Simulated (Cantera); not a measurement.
What does this Cantera script print?

```python
import numpy as np
import cantera as ct

gas_names = """
    CL CL2 N N2 Si SiCL SiCL2 SiCL3 SiCL4 SiN Si2 Si2N Si3
""".split()
cond_names = """
    Si(cr) Si(L) Si3N4(a)
""".split()


# ... load() reads the species with a 1 bar reference pressure and builds the phases ...
atoms = {
    'SiCl4': {'Si': 1, 'CL': 4},
    'N2': {'N': 2},
}
top_T = {'Si3N4(a)': 2400}  # K; cautious upper limits of use, not melting points


# ... equilibrate(T, P, feed) seeds the gas with the atoms and calls Mixture.equilibrate('TP', solver="vcs", rtol=1e-11, max_steps=5000) ...
results = []
feed = {'SiCl4': 1, 'N2': 2.1}  # mol
P = 560  # Pa
for T in [1048, 1073, 1098, 1123, 1148, 1173, 1198, 1223, 1248, 1273, 1298, 1323]:
    mix = equilibrate(T, P, feed)
    results.append((T, P, feed, dict(zip(mix.species_names, mix.species_moles))))

top = {s: max(r[3][s] / sum(r[3][g] for g in gas_names) for r in results) for s in gas_names}
cols = sorted((s for s in top if top[s] > 0.001), key=lambda s: -top[s])[:6]
seen = [c for c in cond_names if any(r[3].get(c, 0) > 1e-12 for r in results)]
print("log10 of partial pressures in bar; condensed amounts in mol")
print(f"{'T/K':>10s}" + "".join(f"{s[:9]:>10s}" for s in cols + seen))
for T, P, feed, n in results:
    ng = sum(n[g] for g in gas_names)
    print(f"{T:10.4g}" + "".join(f"{np.log10(max(n[s] / ng * P / 1e5, 1e-99)):10.3f}" for s in cols)
          + "".join(f"{n.get(c, 0):10.4g}" for c in seen))
```

Output:

```
log10 of partial pressures in bar; condensed amounts in mol
       T/K        N2     SiCL4     SiCL3        CL
      1048    -2.421    -2.743    -7.156    -7.233
      1073    -2.421    -2.743    -6.932    -7.000
      1098    -2.421    -2.743    -6.718    -6.778
      1123    -2.421    -2.743    -6.513    -6.567
      1148    -2.421    -2.743    -6.318    -6.364
      1173    -2.421    -2.743    -6.130    -6.171
      1198    -2.421    -2.744    -5.950    -5.986
      1223    -2.421    -2.744    -5.778    -5.808
      1248    -2.421    -2.744    -5.613    -5.637
      1273    -2.421    -2.744    -5.454    -5.473
      1298    -2.421    -2.745    -5.302    -5.315
      1323    -2.422    -2.745    -5.156    -5.163
```

Method: chemical equilibrium by Gibbs-energy minimisation in Cantera with the NASA 1993 tables (ideal gas, pure condensed phases). The tables' values for SiCl3 are old estimates; treat these amounts as uncertain.
